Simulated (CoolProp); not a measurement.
Properties of hydrogen sulfide along the isobar 42.8 MPa.

Model: reference Helmholtz-energy equation of state, Lemmon 2006, in CoolProp. It is a short technical equation, of lower accuracy than the large ones.

| T (K) | phase | cp (kJ/(kg K)) | isothermal compressibility (1/MPa) | fugacity coefficient |
|---|---|---|---|---|
| 366.6 | liquid | 1.979 | 0.003375 | 0.2307 |
| 403.6 | supercritical | 2.047 | 0.005280 | … |
| 440.7 | supercritical | 2.103 | 0.008213 | … |
| 477.7 | supercritical | 2.109 | 0.01201 | 0.5465 |
| 514.8 | supercritical | 2.045 | … | 0.6383 |
| 551.8 | supercritical | … | 0.01849 | … |
| 588.9 | supercritical | 1.818 | 0.02009 | 0.7816 |
| 625.9 | supercritical | … | … | 0.8350 |

### Question
Some entries are withheld; supply them.

### Answer

- 403.6, fugacity coefficient: 0.3353
- 440.7, fugacity coefficient: 0.4437
- 514.8, isothermal compressibility (1/MPa): 0.01576
- 551.8, cp (kJ/(kg K)): 1.934
- 551.8, fugacity coefficient: 0.7164
- 625.9, cp (kJ/(kg K)): 1.720
- 625.9, isothermal compressibility (1/MPa): 0.02090
